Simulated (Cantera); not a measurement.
What does this Cantera script print?

```python
import numpy as np
import cantera as ct

gas_names = [...]  # 95 gases of nasa_gas.yaml made of C, F, H
cond_names = """
    C(gr) C6H6(L) C7H8(L) C8H18(L),n-octa
""".split()


# ... load() reads the species with a 1 bar reference pressure and builds the phases ...
atoms = {
    'C2F6': {'C': 2, 'F': 6},
    'CH4': {'C': 1, 'H': 4},
}
top_T = {'C(gr)': 4500}  # K; cautious upper limits of use, not melting points


# ... equilibrate(T, P, feed) seeds the gas with the atoms and calls Mixture.equilibrate('TP', solver="vcs", rtol=1e-11, max_steps=5000) ...
results = []
T = 3125  # K
P = 100000  # Pa
for m in [0.019, 0.031, 0.051, 0.085, 0.14, 0.23, 0.38, 0.63]:
    feed = {'C2F6': 1, 'CH4': m}  # mol
    mix = equilibrate(T, P, feed)
    results.append((T, P, feed, dict(zip(mix.species_names, mix.species_moles))))

top = {s: max(r[3][s] / sum(r[3][g] for g in gas_names) for r in results) for s in gas_names}
cols = sorted((s for s in top if top[s] > 0.0001), key=lambda s: -top[s])[:8]
seen = [c for c in cond_names if any(r[3].get(c, 0) > 1e-12 for r in results)]
print("log10 of partial pressures in bar; condensed amounts in mol")
print(f"{'n(CH4)':>10s}" + "".join(f"{s[:9]:>10s}" for s in cols + seen))
for T, P, feed, n in results:
    ng = sum(n[g] for g in gas_names)
    print(f"{feed['CH4']:10.4g}" + "".join(f"{np.log10(max(n[s] / ng * P / 1e5, 1e-99)):10.3f}" for s in cols)
          + "".join(f"{n.get(c, 0):10.4g}" for c in seen))
```

Output:

```
log10 of partial pressures in bar; condensed amounts in mol
    n(CH4)        HF         F       CF2        CF       CF4       CF3        C3         H     C(gr)
     0.019    -1.713    -0.331    -0.362    -1.384    -1.695    -1.771    -3.625    -4.779         0
     0.031    -1.501    -0.344    -0.360    -1.368    -1.720    -1.783    -3.537    -4.554         0
     0.051    -1.286    -0.368    -0.356    -1.342    -1.764    -1.803    -3.387    -4.315         0
     0.085    -1.067    -0.409    -0.353    -1.297    -1.843    -1.841    -3.126    -4.054         0
      0.14    -0.859    -0.448    -0.371    -1.277    -1.938    -1.897    -2.951    -3.808   0.08873
      0.23    -0.662    -0.475    -0.425    -1.304    -2.046    -1.978    -2.951    -3.584    0.3337
      0.38    -0.472    -0.522    -0.520    -1.351    -2.236    -2.121    -2.951    -3.347    0.7392
      0.63    -0.293    -0.611    -0.698    -1.440    -2.592    -2.387    -2.951    -3.079     1.405
```

Cantera equilibrium calculation (NASA polynomials, part measured and part estimated; ideal gas, pure solids and liquids). The feed counts by its element totals alone. The tables' values for C2F4 are old estimates; treat these amounts as uncertain. Gases not in the tables: C2F6 and larger saturated fluorocarbons.
